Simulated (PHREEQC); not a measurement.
A solution holds 0.0062 mol NH4BF4, 5.5e-05 mol NaBr and 0.00014 mol Ca(OH)2 per kg of water, at 20 °C. Closed to the air; pH follows from the charge balance.

Equilibrium calculation in PHREEQC: ion-association model, wateq4f.dat.

Each row changes one thing in this solution. Precipitation was switched off in this run.

| case | pH | ionic strength (mol/kgw) | SI of Portlandite (Ca(OH)2) |
|---|---|---|---|
| as made | 3.02 | 0.00770 | -21.16 |
| NH4BF4 left out | 10.60 | 0.000473 | -5.88 |
| Ca(OH)2 replaced by CaCl2 at the same molality | 2.98 | 0.00782 | -21.25 |
| NH4BF4 from 0.0062 to 0.031 mol/kgw | 2.87 | 0.0330 | -21.58 |
| 9.2e-05 mol/kgw (NH4)2HPO4 added | 3.04 | 0.00785 | -21.12 |
| 0.00021 mol/kgw K2CO3 added | 3.09 | 0.00797 | -21.02 |
| NaBr replaced by Na2B4O7 at the same molality | 3.04 | 0.00770 | -21.11 |

Some of these states are supersaturated (in Fluorite, for instance). Real BF4- forms and hydrolyses slowly; the run takes it at equilibrium.
